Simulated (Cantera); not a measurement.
A closed system holds: 1 mol SF6, 5.2 mol H2, held at 1400 K and 18.0 Pa.

These are equilibrium values from Cantera (NASA tables, ideal gas, pure condensed phases), not measurements of a reactor. The numbers say what is thermodynamically allowed, not how fast it happens.

| species | before | after |
|---|---|---|
| HF | 0.691 | 0.528 |
| H | 0.000181 | 0.339 |
| S | 0.000204 | 0.0875 |
| H2 | 0.248 | 0.0332 |
| F | 6.38e-9 | 0.0112 |
| S2 | 0.0545 | 0.000729 |
| H2S | 0.00474 | 2.40e-6 |
| SH | 0.00123 | 0.000850 |
Gas species are given as mole fractions.

Q: What was changed between the two runs?
A) temperature from 1400 K to 2498.15 K
B) temperature from 1400 K to 1800 K
C) pressure from 18.0 Pa to 100000 Pa
D) pressure from 18.0 Pa to 45000 Pa

A: A, temperature from 1400 K to 2498.15 K
